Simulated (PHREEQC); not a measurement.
0.048 g of hydrous ferric oxide (600 m²/g; 0.2 weak and 0.005 strong sites per Fe, Dzombak-Morel constants, diffuse double layer) in 1 kg of water with 0.05 mol/kgw of an inert sodium salt, at 25 °C; the pH is set by adding NaOH or the inert anion's acid. O2 is buffered at 0.21 atm. CO2 from the air is kept out. No solid was allowed to form.

Equilibrium calculation in PHREEQC: ion-association model, wateq4f.dat.

Predict surface charge σ (C/m²), surface potential ψ (mV) at pH = 4, 5.88, 6.25, 9.25.


```csv
pH,surface charge σ (C/m²),surface potential ψ (mV)
4,0.294,160
5.88,0.098,104
6.25,0.072,89
9.25,-0.035,-57
```

Complexes and solids missing from the database can't appear.
